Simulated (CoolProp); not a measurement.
Vapour-liquid equilibrium of p-xylene (1) + n-nonane (2) at 81.45 °C; x and y are mole fractions of (1).

Values from CoolProp's multi-fluid Helmholtz-energy mixture model, Zhou 2012 and Lemmon 2006; pair parameters Bell 2016.

```csv
x,bubble pressure (MPa),y at the bubble point,dew pressure at overall composition x (MPa),liquid density (mol/L)
0.05,0.01069,0.084,0.01053,5.300
0.125,0.01124,0.195,0.01089,5.434
0.2,0.01176,0.294,0.01126,5.575
0.275,?,0.383,0.01166,5.722
0.35,0.01272,0.465,0.01207,5.876
0.425,?,0.540,0.01249,6.038
0.5,?,0.611,0.01294,?
0.575,0.01407,0.678,0.01340,6.387
0.65,?,0.741,0.01388,6.575
0.725,0.01494,0.802,0.01439,6.773
0.8,0.01537,0.859,0.01493,6.982
0.875,0.01580,0.914,0.01549,7.203
0.95,0.01624,0.967,0.01609,7.436
```

Problem. Complete the blanks.

Solution. 
- 0.275, bubble pressure (MPa): 0.01225
- 0.425, bubble pressure (MPa): 0.01318
- 0.5, bubble pressure (MPa): 0.01363
- 0.5, liquid density (mol/L): 6.208
- 0.65, bubble pressure (MPa): 0.01451

No azeotrope shows between x = 0.05 and 0.95.

Pair parameters are fitted to limited data, so mixtures are less certain than the pure fluids.
